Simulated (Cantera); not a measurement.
Cantera run:

```python
import numpy as np
import cantera as ct

gas_names = [...]  # 136 gases of nasa_gas.yaml made of C, H, N, O
cond_names = """
    C(gr) C6H6(L) C7H8(L) C8H18(L),n-octa H2O(s) H2O(L)
""".split()


# ... load() reads the species with a 1 bar reference pressure and builds the phases ...
atoms = {
    'C3H6': {'C': 3, 'H': 6},
    'H2O': {'H': 2, 'O': 1},
    'N2': {'N': 2},
}
top_T = {'C(gr)': 4500}  # K; cautious upper limits of use, not melting points


# ... equilibrate(T, P, feed) seeds the gas with the atoms and calls Mixture.equilibrate('TP', solver="vcs", rtol=1e-11, max_steps=5000) ...
results = []
feed = {'C3H6': 1, 'H2O': 0.79, 'N2': 0.52}  # mol
P = 100000  # Pa
for T in [998, 1048, 1098, 1148, 1198, 1248, 1298, 1348, 1398, 1448, 1498, 1548, 1598, 1648]:
    mix = equilibrate(T, P, feed)
    results.append((T, P, feed, dict(zip(mix.species_names, mix.species_moles))))

top = {s: max(r[3][s] / sum(r[3][g] for g in gas_names) for r in results) for s in gas_names}
cols = sorted((s for s in top if top[s] > 1e-06), key=lambda s: -top[s])[:6]
seen = [c for c in cond_names if any(r[3].get(c, 0) > 1e-12 for r in results)]
print("log10 of partial pressures in bar; condensed amounts in mol")
print(f"{'T/K':>10s}" + "".join(f"{s[:9]:>10s}" for s in cols + seen))
for T, P, feed, n in results:
    ng = sum(n[g] for g in gas_names)
    print(f"{T:10.4g}" + "".join(f"{np.log10(max(n[s] / ng * P / 1e5, 1e-99)):10.3f}" for s in cols)
          + "".join(f"{n.get(c, 0):10.4g}" for c in seen))
```

It prints:

```
log10 of partial pressures in bar; condensed amounts in mol
       T/K        H2        CO        N2       CH4       H2O       CO2     C(gr)
       998    -0.165    -0.926    -0.956    -1.341    -1.480    -2.080     2.191
      1048    -0.152    -0.865    -0.970    -1.537    -1.745    -2.383     2.177
      1098    -0.144    -0.835    -0.979    -1.725    -2.016    -2.710     2.174
      1148    -0.139    -0.822    -0.984    -1.901    -2.279    -3.034     2.178
      1198    -0.136    -0.816    -0.986    -2.066    -2.527    -3.343     2.184
      1248    -0.134    -0.813    -0.988    -2.220    -2.759    -3.631     2.189
      1298    -0.132    -0.811    -0.989    -2.363    -2.975    -3.898     2.194
      1348    -0.131    -0.811    -0.990    -2.497    -3.176    -4.147     2.197
      1398    -0.131    -0.810    -0.991    -2.621    -3.363    -4.377       2.2
      1448    -0.130    -0.810    -0.991    -2.737    -3.537    -4.591     2.201
      1498    -0.130    -0.810    -0.991    -2.846    -3.699    -4.790     2.202
      1548    -0.130    -0.810    -0.992    -2.948    -3.851    -4.976     2.203
      1598    -0.130    -0.810    -0.992    -3.043    -3.993    -5.149     2.203
      1648    -0.130    -0.810    -0.993    -3.133    -4.126    -5.312     2.202
```

These are equilibrium values from Cantera (NASA tables, ideal gas, pure condensed phases), not measurements of a reactor.
